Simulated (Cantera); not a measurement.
Charge: 1 mol AlCl₃, 3.1 mol NH₃, 60 mol N₂, held at 1325 K.

Cantera equilibrium calculation (NASA polynomials, part measured and part estimated; ideal gas, pure solids and liquids). Candidate condensed phases: Al, AlCl₃, AlN, NH₄Cl; 20 gas species. The tables' values for AlCl₂ are old estimates; treat these amounts as uncertain. Equilibrium is a limit: real reactors are often held back by kinetics, nucleation or transport.

Task: At 63.0 Pa, list the 4 most abundant gas species with their mole fractions, and the condensed phases.

Result: N₂ 0.911, H₂ 0.0597, HCl 0.0185, AlCl₃ 0.00733. Condensed: AlN(s).
